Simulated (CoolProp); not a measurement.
Vapour-liquid equilibrium of R134a (1) + R1234ze(E) (2) at 17.4 bar; x and y are mole fractions of (1).

Model: multi-fluid Helmholtz-energy mixture model, Tillner-Roth 1994 and Thol 2016; pair parameters Bell 2022, in CoolProp.

```tsv
x	bubble temperature, mixture model (K)	bubble temperature, Raoult's law (K)	y, mixture model	y, Raoult's law
0.05	345.6	345.9	0.063	0.065
0.15	343.8	344.5	0.181	0.188
0.25	342.2	343.2	0.291	0.305
0.35	340.8	341.9	0.395	0.414
0.45	339.5	340.7	0.494	0.518
0.55	338.4	339.5	0.590	0.616
0.65	337.4	338.4	0.683	0.710
0.75	336.5	337.3	0.775	0.798
0.85	335.7	336.2	0.865	0.882
0.95	335.0	335.1	0.955	0.962
```

The largest gap from Raoult's law is -1.2 K in bubble temperature, at x = 0.45. No azeotrope shows between x = 0.05 and 0.95.

The pair parameters rest on a limited set of measurements; away from them the model extrapolates.
